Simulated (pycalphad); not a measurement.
All values are pycalphad results on the COST 507 light-alloy database (1999) (1 atm), not direct measurements. No gas phase is included, though pure Mg would boil below 1650 K. The data set is of 1999 and partly superseded. Kinetics are ignored, which matters at the lower temperatures.

Problem. How does the equilibrium phase assembly of Mg-1.363Al-0.1038Si (wt.%) change on cooling from 1650 K to 350 K?

Solution. 
```tsv
T (K)	phases above	phases below
915.2	liquid	hcp + liquid
892.3	hcp + liquid	hcp + liquid + MG2SI
888.6	hcp + liquid + MG2SI	hcp + MG2SI
394.7	hcp + MG2SI	ALMG_GAMMA + hcp + MG2SI
```
Changes were sought between steps of 50 K, so a narrower field can be missed.

Database names, with the compositions (at.%) that they take in these runs: MG2SI: Mg 67 Si 33; ALMG_GAMMA: Mg 59 Al 41.
